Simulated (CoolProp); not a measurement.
A closed Brayton cycle with dry air: compressor inlet 316.15 K and 7.9 MPa, high pressure 25.6 MPa, turbine inlet 625 K, compressor efficiency 0.85, turbine efficiency 0.9, recuperator effectiveness 0.8 (on enthalpy, no pinch check). Each further row changes one setting.

Values from CoolProp's reference Helmholtz-energy equation of state, Lemmon 2000. It is a pseudo-pure fit of the blend.

| case | thermal efficiency (%) | net work (kJ/kg) | compressor to turbine work | compressor exit (K) | turbine exit (K) |
|---|---|---|---|---|---|
| as stated | 8.4 | 14.9 | 0.91 | 466.1 | 467.0 |
| turbine inlet 575 K | 0.6 | 0.691 | 1.00 | 466.1 | 428.1 |
| compressor inlet 326.15 K | 5.9 | 9.54 | 0.94 | 480.6 | 467.0 |
| high pressure 21.8 MPa | 11.9 | 19.7 | 0.87 | 442.6 | 486.0 |
| recuperator effectiveness 0.5 | 8.4 | 14.9 | 0.91 | 466.1 | 467.0 |
